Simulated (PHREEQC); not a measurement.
Solution (25 °C): 0.00018 mol/kgw Ca(OH)2 and 0.00016 mol/kgw KBr. Closed to the air; pH follows from the charge balance.

Computed with PHREEQC (Pitzer model, pitzer.dat).

| Item | Result |
|---|---|
| pH | 10.54 |
| ionic strength | 0.000700 mol/kgw |
| specific conductance | 113 µS/cm |
| osmotic coefficient | 0.983 |
| total alkalinity | 0.360 meq/kg |

| species | molality | activity | log γ |
|---|---|---|---|
| OH- | 0.000360 | 0.000349 | -0.014 |
| Ca+2 | 0.000180 | 0.000159 | -0.054 |
| Br- | 0.000160 | 0.000155 | -0.013 |
| K+ | 0.000160 | 0.000155 | -0.013 |

Precipitation was switched off in this run. Complexes and solids missing from the database can't appear.
